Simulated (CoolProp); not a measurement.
A simple Rankine cycle with m-xylene: condensing at 331.15 K, boiler at 1.66 MPa, turbine inlet 619 K, turbine efficiency 0.8, pump efficiency 0.8, no recuperator. Each further row changes one setting.

Values from CoolProp's reference Helmholtz-energy equation of state, Zhou 2012.

```tsv
case	thermal efficiency (%)	net work (kJ/kg)	heat in (kJ/kg)	turbine exit temperature (K)	volume ratio over the turbine
as stated	21.1	184	872	514.7	283
condensing temperature 323.15 K	22.0	195	886	508.9	405
boiler pressure 1.16 MPa	20.0	177	883	524.2	187
turbine efficiency 0.7	18.4	160	872	526.6	289
```
